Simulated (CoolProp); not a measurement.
Properties of C3F8 (R218) along the isotherm 432.5 K.

Values from CoolProp's reference Helmholtz-energy equation of state, Lemmon 2006. It is a short technical equation, of lower accuracy than the large ones.

```json
[
 {"p (MPa)": "1.1", "phase": "gas", "density (kg/m³)": "61.26", "expansivity (1/kK)": "2.948"},
 {"p (MPa)": "2.2", "phase": "gas", "density (kg/m³)": "131.5", "expansivity (1/kK)": "3.834"},
 {"p (MPa)": "3.3", "phase": "supercritical", "density (kg/m³)": "…", "expansivity (1/kK)": "5.006"},
 {"p (MPa)": "4.4", "phase": "supercritical", "density (kg/m³)": "307.4", "expansivity (1/kK)": "6.333"},
 {"p (MPa)": "5.5", "phase": "supercritical", "density (kg/m³)": "410.6", "expansivity (1/kK)": "7.442"},
 {"p (MPa)": "6.6", "phase": "supercritical", "density (kg/m³)": "514.7", "expansivity (1/kK)": "7.934"},
 {"p (MPa)": "7.7", "phase": "supercritical", "density (kg/m³)": "610.0", "expansivity (1/kK)": "7.698"},
 {"p (MPa)": "8.8", "phase": "supercritical", "density (kg/m³)": "691.0", "expansivity (1/kK)": "7.015"},
 {"p (MPa)": "9.9", "phase": "supercritical", "density (kg/m³)": "757.6", "expansivity (1/kK)": "6.239"},
 {"p (MPa)": "11", "phase": "supercritical", "density (kg/m³)": "812.1", "expansivity (1/kK)": "5.548"},
 {"p (MPa)": "12.1", "phase": "supercritical", "density (kg/m³)": "857.5", "expansivity (1/kK)": "…"},
 {"p (MPa)": "13.2", "phase": "supercritical", "density (kg/m³)": "896.0", "expansivity (1/kK)": "…"}
]
```

**Question.** What belongs in the gaps?

**Answer.** 
- 3.3, density (kg/m³): 213.2
- 12.1, expansivity (1/kK): 4.977
- 13.2, expansivity (1/kK): 4.514
